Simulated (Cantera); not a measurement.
Input: 1 mol SiH4, 1.2 mol CO2, 1.3 mol H2, at 13.3 mbar.

Cantera equilibrium calculation (NASA polynomials, part measured and part estimated; ideal gas, pure solids and liquids). Candidate condensed phases: C, C6H6, C7H8, C8H18, H2O, Si, SiC, SiO2; 123 gas species. Mutual solubility and eutectic melting of coexisting phases are not modelled. The tables hold silica as quartz up to 1696 K and as liquid above; real silica turns to tridymite and cristobalite and melts near 1996 K. Kinetics and transport are ignored.

At 1550 K, list the 5 most abundant gas species with their mole fractions, and the condensed phases.

H2 0.756, CO 0.221, SiO 0.0224, H 0.000237, H2O 1.76e-5. Condensed: SiC(s) + SiO2(β-quartz).
